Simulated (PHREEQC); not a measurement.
Solution (20 °C): 0.0031 mol RbCl, 3.6e-05 mol KBr, 0.00093 mol NiCl2 and 9.8e-05 mol NaBF4 per kg of water. Closed to the air; pH follows from the charge balance.

Model: ion-association model, wateq4f.dat, run in PHREEQC.

- pH: 3.70
- ionic strength: 0.00622 mol/kgw
- total alkalinity: -0.294 meq/kg

```json
[
 {"species": "Cl-", "molality": "0.00495", "activity": "0.00455", "log γ": "-0.036"},
 {"species": "Rb+", "molality": "0.00310", "activity": "0.00285", "log γ": "-0.036"},
 {"species": "Ni+2", "molality": "0.000918", "activity": "0.000659", "log γ": "-0.144"},
 {"species": "F-", "molality": "0.000309", "activity": "0.000284", "log γ": "-0.037"},
 {"species": "H+", "molality": "0.000216", "activity": "0.000200", "log γ": "-0.032"},
 {"species": "Na+", "molality": "9.80e-5", "activity": "9.03e-5", "log γ": "-0.036"},
 {"species": "H3BO3", "molality": "9.79e-5", "activity": "9.80e-5", "log γ": "0.001"},
 {"species": "HF", "molality": "7.80e-5", "activity": "7.82e-5", "log γ": "0.001"}
]
```

No solid was allowed to form. Species that the database lacks are ignored. Real BF4- forms and hydrolyses slowly; the run takes it at equilibrium.
